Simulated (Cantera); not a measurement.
A closed system holds: 1 mol SiH4, 0.05 mol HCl, a varied amount of N2, equilibrated at 1223 K and 0.230 bar.

These are equilibrium values from Cantera (NASA tables, ideal gas, pure condensed phases), not measurements of a reactor. Candidate condensed phases: NH4Cl, Si, Si3N4; 28 gas species. N2 is the only nitrogen source here; it is nearly inert below about 1500 K, so the nitride shown seldom forms there in practice. The numbers say what is thermodynamically allowed, not how fast it happens.

Problem. At 23 mol N2, list the 3 most abundant gas species with their mole fractions, and the condensed phases.

Solution. N2 0.916, H2 0.0820, HCl 0.00205. Condensed: Si3N4(s).
